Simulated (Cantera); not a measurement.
Mixture: H2 : O2 : N2 = 1 : 0.333 : 1.25 (molar parts), equivalence ratio 1.5, at 1580 Torr, adiabatic and at constant pressure. Ignition delay is the time to a rise of 400 K.

Model: the H2/O2 subset of GRI-Mech 3.0, which has no nitrogen chemistry, integrated in Cantera. The hydrogen kinetics of GRI-Mech 3.0 are dated; newer H2 mechanisms differ, most at raised pressure. Below about 950 K walls govern HO2 and H2O2 in real vessels.

| quantity | before | after |
|---|---|---|
| delay at 873 K | 0.519 s | 0.534 s |
| delay at 948 K | 43.5 ms | 44.6 ms |
| delay at 1023 K | 1.41 ms | 1.74 ms |
| delay at 1098 K | 67.5 µs | 0.170 ms |
| delay at 1173 K | 31.0 µs | 84.0 µs |
| delay at 1248 K | 19.0 µs | 57.4 µs |

Question: What was changed between the two runs?
(A) O2 0.333 to 0.11 parts
(B) pressure from 1580 Torr to 3750 Torr
(C) pressure from 1580 Torr to 18800 Torr
(D) N2 1.25 to 1.6 parts

Answer: A, O2 0.333 to 0.11 parts
